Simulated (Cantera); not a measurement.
Charge: 1 mol SiHCl3, 0.4 mol HCl, 120 mol N2, equilibrated at 1302 °C and 1430 Torr.

Cantera equilibrium calculation (NASA polynomials, part measured and part estimated; ideal gas, pure solids and liquids). Candidate condensed phases: NH4Cl, Si, Si3N4; 28 gas species. The tables' values for SiCl3 are old estimates; treat these amounts as uncertain. Rates play no part.

Problem. What is the equilibrium state?

Solution. 
```json
{
  "x(N2)": "0.984",
  "x(HCl)": "0.0103",
  "x(SiCl4)": "0.00284",
  "x(SiCl2)": "0.00131",
  "x(SiCl3)": "0.00119",
  "x(H2)": "0.000601",
  "x(SiHCl3)": "2.22e-5",
  "x(Cl)": "1.00e-5",
  "n(Si3N4(s))": "0.115 mol",
  "gas_amount": "121.7 mol",
  "log10 activity of Si(s) (absent)": "-2.66"
}
```
